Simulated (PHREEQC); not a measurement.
## Polishing slurry liquid: speciation

Dissolve 0.0027 mol/kgw H2SO4, 7.5e-05 mol/kgw H4SiO4 and 0.041 mol/kgw H3BO3 at 23 °C. Closed to the air; pH follows from the charge balance.

The numbers come from PHREEQC with the ion-association model, phreeqc.dat.

Each row changes one thing in this solution. Precipitation was switched off in this run.

| case | pH | ionic strength (mol/kgw) | H2BO3- (mol/kgw) |
|---|---|---|---|
| as made | 2.36 | 0.00680 | 5.65e-9 |
| 0.00084 mol/kgw Al(NO3)3 added | 2.35 | 0.00884 | 5.60e-9 |
| diluted 10-fold with water | 3.29 | 0.000788 | 4.58e-9 |
| H4SiO4 replaced by Na2SiF6 at the same molality | 2.36 | 0.00690 | 5.72e-9 |
| temperature from 23 to 20 °C | 2.35 | 0.00685 | 5.31e-9 |
| H4SiO4 left out | 2.36 | 0.00680 | 5.65e-9 |
| H2SO4 left out | 5.32 | 4.78e-6 | 4.78e-6 |
| diluted 5-fold with water | 3.00 | 0.00154 | 4.76e-9 |

Species that the database lacks are ignored.
